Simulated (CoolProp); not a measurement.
Vapour-liquid equilibrium of ethylene (1) + propylene (2) at 0.0132 MPa; x and y are mole fractions of (1).

Values from CoolProp's multi-fluid Helmholtz-energy mixture model, Smukala 2000 and Lemmon 2013; pair parameters Bell 2016.

**Question.** Give the bubble temperature and the first vapour's composition at x = 0.275, 0.425, 0.8. Is there an azeotrope?

**Answer.** x = 0.275: -117.7 °C, y = 0.958; x = 0.425: -122.9 °C, y = 0.981; x = 0.8: -129.6 °C, y = 0.997. No azeotrope shows between x = 0.05 and 0.95.

Pair parameters are fitted to limited data, so mixtures are less certain than the pure fluids.
